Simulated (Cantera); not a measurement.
Input: 1 mol Si, 0.01 mol O2, 1.3 mol H2, equilibrated at 1.33 mbar.

Method: chemical equilibrium by Gibbs-energy minimisation in Cantera with the NASA 1993 tables (ideal gas, pure condensed phases). Candidate condensed phases: H2O, Si, SiO2; 18 gas species. Equilibrium is a limit: real reactors are often held back by kinetics, nucleation or transport.

Task: At 1623 K, list the 4 most abundant gas species with their mole fractions, and the condensed phases.

Result: H2 0.983, SiO 0.0151, H 0.00188, Si 0.000117. Condensed: Si(s).
